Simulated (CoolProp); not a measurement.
Vapour-liquid equilibrium of isobutane (1) + R245fa (2) at 12.1 bar; x and y are mole fractions of (1).

Values from CoolProp's multi-fluid Helmholtz-energy mixture model, Bücker 2006 and Akasaka 2015; pair parameters Bell 2016.

Problem. Give the bubble temperature and the first vapour's composition at x = 0.125, 0.2, 0.35. Is there an azeotrope?

Solution. x = 0.125: 357.3 K, y = 0.307; x = 0.2: 352.2 K, y = 0.413; x = 0.35: 346.4 K, y = 0.537. y crosses x between x = 0.65 and 0.725: the model has an azeotrope there.

Pair parameters are fitted to limited data, so mixtures are less certain than the pure fluids.
